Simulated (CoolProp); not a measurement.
Properties of 1,2-dichloroethane along the isotherm 318.8 K.

The numbers come from the reference Helmholtz-energy equation of state, Thol 2015 in CoolProp.

```csv
p (bar),phase,speed of sound (m/s),isothermal compressibility (1/MPa),fugacity coefficient
6.03,liquid,?,0.0009563,0.04369
12.1,liquid,1119,0.0009497,0.02218
18.1,liquid,1122,0.0009433,0.01510
24.1,liquid,1126,0.0009370,0.01155
30.2,liquid,1129,0.0009307,0.009394
36.2,liquid,?,0.0009245,0.007983
42.2,liquid,1135,0.0009185,0.006975
48.2,liquid,1138,0.0009126,?
54.3,liquid,1141,0.0009066,0.005625
60.3,liquid,1144,0.0009009,0.005159
66.3,liquid,1147,0.0008952,0.004779
72.4,liquid,?,0.0008895,0.004458
78.4,liquid,1154,0.0008840,0.004193
```

Q: What belongs in the gaps?

A: 
- 6.03, speed of sound (m/s): 1116
- 36.2, speed of sound (m/s): 1132
- 48.2, fugacity coefficient: 0.006220
- 72.4, speed of sound (m/s): 1150
